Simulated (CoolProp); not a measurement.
A single-stage vapour-compression cycle with the fluid: evaporating at 327.15 K (dew point), condensing at 354.15 K (bubble point), superheat 10 K, subcooling 5 K, compressor efficiency 0.8, no pressure losses. The same conditions are run with several fluids, on thermodynamics alone (safety and materials aside).

Computed with CoolProp (reference Helmholtz-energy equation of state of each fluid (hydrogen sulfide: Lemmon 2006; cyclopropane: Polt 1992; n-perfluorobutane: Gao 2022; n-perfluorohexane: Gao 2022; vinyl chloride: Thol 2022; ethanol: Schroeder 2014)). The equations of Platzer and Polt are older, rougher fits.

| fluid | cooling COP | pressure ratio | discharge temperature (K) | refrigerating effect (kJ/kg) | volumetric capacity (kJ/m³) |
|---|---|---|---|---|---|
| hydrogen sulfide | 7.15 | 1.68 | 391.6 | 302 | 18900 |
| cyclopropane | 8.28 | 1.75 | 372.0 | 316 | 8570 |
| n-perfluorobutane | 7.75 | 1.91 | 354.2 | 58.1 | 3630 |
| n-perfluorohexane | 8.57 | 2.34 | 354.1 | 69.7 | 807 |
| vinyl chloride | 8.70 | 1.84 | 377.6 | 268 | 5850 |
| ethanol | 9.15 | 3.15 | 394.6 | 840 | 497 |

The compression ends wet for: n-perfluorobutane; n-perfluorohexane.
